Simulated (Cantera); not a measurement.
Charge: 1 mol SiCl₄, a varied amount of NH₃, 22 mol N₂, equilibrated at 1173 K and 1.00 Torr.

These are equilibrium values from Cantera (NASA tables, ideal gas, pure condensed phases), not measurements of a reactor. Candidate condensed phases: NH₄Cl, Si, Si₃N₄; 28 gas species. Kinetics and transport are ignored.

### Question
What share of the Si ends up in condensed phases as a function of n(NH₃) (mol), at 0.53, 0.67, 0.84, 1.1, 1.3, 1.7, 2.1, 2.7?

### Answer
```
n(NH₃) (mol)  Si condensed (%)        as
------------  ----------------  --------
0.53                      33.4  Si₃N₄(s)
0.67                      41.8  Si₃N₄(s)
0.84                      51.1  Si₃N₄(s)
1.1                       63.5  Si₃N₄(s)
1.3                       71.5  Si₃N₄(s)
1.7                       83.3  Si₃N₄(s)
2.1                       90.2  Si₃N₄(s)
2.7                       95.1  Si₃N₄(s)
```
